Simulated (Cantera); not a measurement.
Fluorocarbon and chlorocarbon gases: CF4 + CH4 + H2

Input: 1 mol CF4, 0.53 mol CH4, 5.6 mol H2, held at 0.100 bar.

Equilibrium computed with Cantera from the NASA thermochemical tables; the gas is ideal and each condensed phase is pure. Candidate condensed phases: C, C6H6, C7H8, C8H18; 110 gas species. Ions and electrons are included (thermal ionisation). Rates play no part.

```csv
T (°C),x H,x HF,x H2,x F,x C,x C3,x C2H2 (acetylene),n C(graphite)
2727,0.275,0.393,0.303,0.00220,0.000507,0.00312,0.0189,0.954
3227,0.553,0.281,0.0877,0.0238,0.0126,0.0225,0.00341,0
3727,0.665,0.126,0.0174,0.117,0.0542,0.00555,7.09e-5,0
4227,0.696,0.0288,0.00405,0.189,0.0773,0.000182,6.12e-7,0
4727,0.704,0.00635,0.00120,0.207,0.0804,5.63e-6,7.97e-9,0
```
x: gas mole fraction; n: condensed amount in mol.

At 2727 °C the condensed part is C(graphite). From 3227 °C to 4727 °C nothing is condensed. The main C-bearing gas is C2H2 (acetylene) at 2727 °C and C at 4727 °C.
